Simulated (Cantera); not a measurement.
A freely propagating, adiabatic, planar premixed flame of H2 : O2 : N2 = 1 : 0.704 : 3.31 (molar parts), equivalence ratio 0.71, unburnt at 398 K and 1.00 bar; unity-Lewis-number transport, grid criteria slope 0.08 and curve 0.16, no radiation.

Computed with Cantera and the H2/O2 subset of GRI-Mech 3.0, which has no nitrogen chemistry. Unity Lewis numbers drop preferential diffusion, which matters most where H2 and H carry the flame. Burning velocities carry a grid error of a few per cent, more on coarse grids.

Q: Predict: laminar burning velocity; thermal thickness; peak x(H); peak x(O); peak x(OH).

A: 
| Property | Result |
|---|---|
| laminar burning velocity | 141 cm/s |
| thermal thickness | 0.317 mm |
| peak x(H) | 0.0222 |
| peak x(O) | 0.00798 |
| peak x(OH) | 0.00837 |
